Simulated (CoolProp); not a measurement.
Properties of oxygen along the isotherm 131.5 K.

The numbers come from the reference Helmholtz-energy equation of state, Schmidt 1985 in CoolProp.

```json
[
 {"p (MPa)": "1.15", "phase": "gas", "Z": "0.8624", "cp (kJ/(kg K))": "1.159", "speed of sound (m/s)": "202.4", "Joule-Thomson coefficient (K/MPa)": "12.18", "Prandtl number": "0.886", "fugacity coefficient": "0.8791"},
 {"p (MPa)": "2.29", "phase": "liquid", "Z": "0.07493", "cp (kJ/(kg K))": "2.172", "speed of sound (m/s)": "530.8", "Joule-Thomson coefficient (K/MPa)": "0.1454", "Prandtl number": "1.80", "fugacity coefficient": "0.6676"},
 {"p (MPa)": "3.44", "phase": "liquid", "Z": "0.1113", "cp (kJ/(kg K))": "2.094", "speed of sound (m/s)": "550.8", "Joule-Thomson coefficient (K/MPa)": "0.09423", "Prandtl number": "1.76", "fugacity coefficient": "0.4614"},
 {"p (MPa)": "4.59", "phase": "liquid", "Z": "0.1470", "cp (kJ/(kg K))": "2.032", "speed of sound (m/s)": "568.7", "Joule-Thomson coefficient (K/MPa)": "___", "Prandtl number": "1.72", "fugacity coefficient": "0.3588"},
 {"p (MPa)": "5.73", "phase": "liquid", "Z": "0.1819", "cp (kJ/(kg K))": "1.981", "speed of sound (m/s)": "584.9", "Joule-Thomson coefficient (K/MPa)": "0.01639", "Prandtl number": "1.69", "fugacity coefficient": "0.2981"},
 {"p (MPa)": "6.88", "phase": "liquid", "Z": "0.2166", "cp (kJ/(kg K))": "1.939", "speed of sound (m/s)": "599.9", "Joule-Thomson coefficient (K/MPa)": "-0.01450", "Prandtl number": "1.66", "fugacity coefficient": "0.2574"},
 {"p (MPa)": "8.03", "phase": "liquid", "Z": "0.2508", "cp (kJ/(kg K))": "1.903", "speed of sound (m/s)": "___", "Joule-Thomson coefficient (K/MPa)": "-0.04148", "Prandtl number": "1.64", "fugacity coefficient": "0.2287"},
 {"p (MPa)": "9.18", "phase": "liquid", "Z": "0.2847", "cp (kJ/(kg K))": "1.871", "speed of sound (m/s)": "626.9", "Joule-Thomson coefficient (K/MPa)": "-0.06532", "Prandtl number": "1.63", "fugacity coefficient": "0.2073"},
 {"p (MPa)": "10.3", "phase": "liquid", "Z": "0.3173", "cp (kJ/(kg K))": "1.844", "speed of sound (m/s)": "638.9", "Joule-Thomson coefficient (K/MPa)": "___", "Prandtl number": "1.61", "fugacity coefficient": "___"},
 {"p (MPa)": "11.5", "phase": "liquid", "Z": "0.3519", "cp (kJ/(kg K))": "1.818", "speed of sound (m/s)": "651.0", "Joule-Thomson coefficient (K/MPa)": "-0.1060", "Prandtl number": "1.60", "fugacity coefficient": "0.1778"},
 {"p (MPa)": "12.6", "phase": "liquid", "Z": "0.3834", "cp (kJ/(kg K))": "1.798", "speed of sound (m/s)": "661.5", "Joule-Thomson coefficient (K/MPa)": "-0.1226", "Prandtl number": "1.59", "fugacity coefficient": "0.1678"}
]
```

Question: Some entries are withheld; supply them.

Answer: 
- 4.59, Joule-Thomson coefficient (K/MPa): 0.05191
- 8.03, speed of sound (m/s): 613.8
- 10.3, Joule-Thomson coefficient (K/MPa): -0.08607
- 10.3, fugacity coefficient: 0.1913

Viscosity comes from a separate model (Lemmon 2004). Thermal conductivity comes from a separate model (Lemmon 2004).
